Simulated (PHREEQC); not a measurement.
## Leach liquor: speciation

Solution (25 °C): 1.1 mmol/kgw HCl and 0.18 mmol/kgw LiCl. Closed to the air; pH follows from the charge balance.

Equilibrium calculation in PHREEQC: ion-association model, phreeqc.dat.

| Item | Result |
|---|---|
| pH | 2.98 |
| ionic strength | 0.00128 mol/kgw |
| specific conductance | 475 µS/cm |
| total alkalinity | -1.10 meq/kg |

```json
[
 {"species": "Cl-", "molality": "0.00128", "activity": "0.00123", "log γ": "-0.017"},
 {"species": "H+", "molality": "0.00110", "activity": "0.00106", "log γ": "-0.017"},
 {"species": "Li+", "molality": "0.000180", "activity": "0.000173", "log γ": "-0.017"}
]
```

No solid was allowed to form. Species that the database lacks are ignored.
